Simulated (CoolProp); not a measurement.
Vapour-liquid equilibrium of R134a (1) + R236FA (2) at 229.9 K; x and y are mole fractions of (1).

Model: multi-fluid Helmholtz-energy mixture model, Tillner-Roth 1994 and Pan 2012; pair parameters Bell 2016, in CoolProp.

```json
[
 {"x": "0.05", "bubble pressure (MPa)": "0.01353", "y at the bubble point": "0.157", "dew pressure at overall composition x (MPa)": "0.01243", "liquid density (mol/L)": "10.47"},
 {"x": "0.125", "bubble pressure (MPa)": "0.01583", "y at the bubble point": "0.335", "dew pressure at overall composition x (MPa)": "0.01318", "liquid density (mol/L)": "[?]"},
 {"x": "0.2", "bubble pressure (MPa)": "0.01813", "y at the bubble point": "0.468", "dew pressure at overall composition x (MPa)": "0.01402", "liquid density (mol/L)": "10.91"},
 {"x": "0.275", "bubble pressure (MPa)": "0.02042", "y at the bubble point": "0.571", "dew pressure at overall composition x (MPa)": "[?]", "liquid density (mol/L)": "11.15"},
 {"x": "0.35", "bubble pressure (MPa)": "0.02271", "y at the bubble point": "0.653", "dew pressure at overall composition x (MPa)": "[?]", "liquid density (mol/L)": "11.40"},
 {"x": "0.425", "bubble pressure (MPa)": "0.02502", "y at the bubble point": "0.721", "dew pressure at overall composition x (MPa)": "0.01732", "liquid density (mol/L)": "11.65"},
 {"x": "0.5", "bubble pressure (MPa)": "0.02733", "y at the bubble point": "0.777", "dew pressure at overall composition x (MPa)": "0.01879", "liquid density (mol/L)": "11.92"},
 {"x": "0.575", "bubble pressure (MPa)": "0.02966", "y at the bubble point": "0.825", "dew pressure at overall composition x (MPa)": "[?]", "liquid density (mol/L)": "12.19"},
 {"x": "0.65", "bubble pressure (MPa)": "0.03200", "y at the bubble point": "0.867", "dew pressure at overall composition x (MPa)": "[?]", "liquid density (mol/L)": "12.48"},
 {"x": "0.725", "bubble pressure (MPa)": "[?]", "y at the bubble point": "0.902", "dew pressure at overall composition x (MPa)": "0.02517", "liquid density (mol/L)": "12.78"},
 {"x": "0.8", "bubble pressure (MPa)": "0.03671", "y at the bubble point": "0.934", "dew pressure at overall composition x (MPa)": "0.02838", "liquid density (mol/L)": "13.09"},
 {"x": "0.875", "bubble pressure (MPa)": "0.03909", "y at the bubble point": "0.961", "dew pressure at overall composition x (MPa)": "0.03252", "liquid density (mol/L)": "[?]"},
 {"x": "0.95", "bubble pressure (MPa)": "0.04147", "y at the bubble point": "0.985", "dew pressure at overall composition x (MPa)": "0.03810", "liquid density (mol/L)": "13.75"}
]
```

Task: Complete the blanks.

Result: 
- 0.125, liquid density (mol/L): 10.69
- 0.275, dew pressure at overall composition x (MPa): 0.01497
- 0.35, dew pressure at overall composition x (MPa): 0.01606
- 0.575, dew pressure at overall composition x (MPa): 0.02053
- 0.65, dew pressure at overall composition x (MPa): 0.02262
- 0.725, bubble pressure (MPa): 0.03435
- 0.875, liquid density (mol/L): 13.41

No azeotrope shows between x = 0.05 and 0.95.

Pair parameters are fitted to limited data, so mixtures are less certain than the pure fluids.
